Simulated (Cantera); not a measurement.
Feed: 1 mol BN, 24 mol H2, at 1.40 Pa.

Cantera equilibrium calculation (NASA polynomials, part measured and part estimated; ideal gas, pure solids and liquids). Candidate condensed phases: B, BN; 15 gas species. Mutual solubility and eutectic melting of coexisting phases are not modelled. The tables' values for BH2 are old estimates; treat these amounts as uncertain. Equilibrium is a limit: real reactors are often held back by kinetics, nucleation or transport.

x: gas mole fraction; n: condensed amount in mol.

| T (K) | x H2 | x H | x N2 | x B | x BH2 | x BH | x BN | n BN(s) | n B(s) |
|---|---|---|---|---|---|---|---|---|---|
| 700 | 1.00 | 6.76e-12 | <1e-12 | <1e-12 | <1e-12 | <1e-12 | <1e-12 | 1.00 | 0 |
| 900 | 1.00 | 3.12e-8 | 3.53e-12 | <1e-12 | 4.57e-12 | <1e-12 | <1e-12 | 1.00 | 0 |
| 1100 | 1.000 | 6.91e-6 | 3.82e-9 | <1e-12 | 7.31e-9 | <1e-12 | <1e-12 | 1.00 | 0 |
| 1300 | 1.000 | 0.000296 | 8.16e-7 | … | 9.02e-7 | 6.25e-11 | <1e-12 | 1.000 | 0 |
| 1500 | 0.995 | 0.00469 | 0.000389 | … | 9.84e-6 | 1.36e-8 | 6.36e-11 | 0.981 | 0.0185 |
| 1700 | 0.942 | 0.0382 | 0.0200 | … | 5.75e-5 | 8.02e-7 | 3.85e-8 | 0 | 0.998 |
| 1900 | 0.791 | 0.189 | 0.0184 | … | 0.000202 | 1.85e-5 | 1.21e-6 | 0 | 0.949 |

Task: Complete the blanks.

Result: 
- 1300, x B: 1.41e-10
- 1500, x B: 1.38e-7
- 1700, x B: 2.64e-5
- 1900, x B: 0.00165
